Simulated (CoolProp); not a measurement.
Properties of methanol along the isobar 9530 kPa (Tc = 240.2 °C, pc = 8216 kPa, ω = 0.565).

Model: reference Helmholtz-energy equation of state, de Reuck 1993, in CoolProp.

```csv
T (°C),phase,cv (kJ/(kg K)),isothermal compressibility (1/MPa),viscosity (µPa s),Prandtl number
194.25,liquid,3.127,0.006761,100,2.62
204.55,liquid,3.194,0.008782,90.1,2.54
214.95,liquid,3.269,0.01224,80.3,2.49
225.35,liquid,3.359,0.01939,70.4,2.52
235.75,liquid,3.495,0.04088,59.8,2.76
246.05,supercritical,3.834,0.2454,45.5,4.94
256.45,supercritical,3.787,0.4200,24.6,3.55
266.85,supercritical,3.445,0.2343,21.9,2.06
277.25,supercritical,3.224,0.1942,21.1,1.64
287.55,supercritical,3.065,0.1750,20.9,1.42
297.95,supercritical,2.943,0.1617,20.9,1.27
308.35,supercritical,2.849,0.1518,21.0,1.17
318.75,supercritical,2.775,0.1442,21.2,1.09
329.05,supercritical,2.716,0.1384,21.4,1.04
339.45,supercritical,2.668,0.1339,21.7,0.992
```

Viscosity comes from a separate model (Xiang 2006). Thermal conductivity comes from a separate model (Sykioti 2013).
